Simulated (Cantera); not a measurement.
An adiabatic, constant-volume homogeneous reactor starts with C₃H₈ : O₂ : N₂ = 1 : 9.62 : 36.2 (molar parts), at 1625 K and 5.00 bar. Integrator tolerance rtol = 1e-08.

Cantera simulation using GRI-Mech 3.0 (53 species, 325 reactions); the numbers are that mechanism's predictions, not measurements. GRI-Mech 3.0 was tuned for natural gas; its chemistry of propane as a main component is partial and can be far from experiment.

Task: What does this change do: 0.74 parts H2 added?

Result: 
| quantity | before | after |
|---|---|---|
| time of steepest temperature rise | 9.06 µs | 7.84 µs |
| temperature at 0.200 s | 2765 K | 2817 K |
| equilibrium temperature | 2765 K | 2817 K |
| x(C₃H₈) at 0.200 s | <1e-12 (gas-phase equilibrium <1e-12) | <1e-12 (gas-phase equilibrium <1e-12) |
| x(O₂) at 0.200 s | 0.0845 (gas-phase equilibrium 0.0845) | 0.0763 (gas-phase equilibrium 0.0763) |
| x(C₂H) at 0.200 s | <1e-12 (gas-phase equilibrium <1e-12) | <1e-12 (gas-phase equilibrium <1e-12) |
| x(HO₂) at 0.200 s | 2.00e-5 (gas-phase equilibrium 2.00e-5) | 2.24e-5 (gas-phase equilibrium 2.24e-5) |
| x(HCO) at 0.200 s | 7.16e-9 (gas-phase equilibrium 7.16e-9) | 1.23e-8 (gas-phase equilibrium 1.23e-8) |
| x(NO₂) at 0.200 s | 2.81e-5 (gas-phase equilibrium 2.81e-5) | 2.62e-5 (gas-phase equilibrium 2.62e-5) |
| x(C₂H₄) at 0.200 s | <1e-12 (gas-phase equilibrium <1e-12) | <1e-12 (gas-phase equilibrium <1e-12) |
